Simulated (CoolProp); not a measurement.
A single-stage vapour-compression cycle with the fluid: evaporating at 279.15 K (dew point), condensing at 327.15 K (bubble point), superheat 2 K, subcooling 5 K, compressor efficiency 0.7, no pressure losses. The same conditions are run with several fluids, on thermodynamics alone (safety and materials aside).

Model: reference Helmholtz-energy equation of state of each fluid (R142b: Lemmon 2006; cis-2-butene: Lemmon 2005; C3F8 (R218): Lemmon 2006; R407C: Lemmon 2003; R236FA: Pan 2012; chloromethane (R40): Thol 2014), in CoolProp. Blends and air are pseudo-pure fits.

Rank R142b, cis-2-butene, C3F8 (R218), R407C, R236FA, chloromethane (R40) by cooling COP, highest first.

cis-2-butene (3.51), chloromethane (R40) (3.46), R142b (3.41), R236FA (3.21), R407C (2.73), C3F8 (R218) (2.24)

| fluid | pressure ratio | discharge temperature (K) | refrigerating effect (kJ/kg) | volumetric capacity (kJ/m³) |
|---|---|---|---|---|
| R142b | 4.20 | 344.6 | 159 | 1310 |
| cis-2-butene | 4.49 | 348.0 | 317 | 878 |
| C3F8 (R218) | 3.54 | 327.2 | 37.7 | 1790 |
| R407C | 4.29 | 359.6 | 139 | 3310 |
| R236FA | 4.75 | 329.5 | 104 | 978 |
| chloromethane (R40) | 3.89 | 396.9 | 327 | 2430 |

The compression ends wet for: C3F8 (R218).
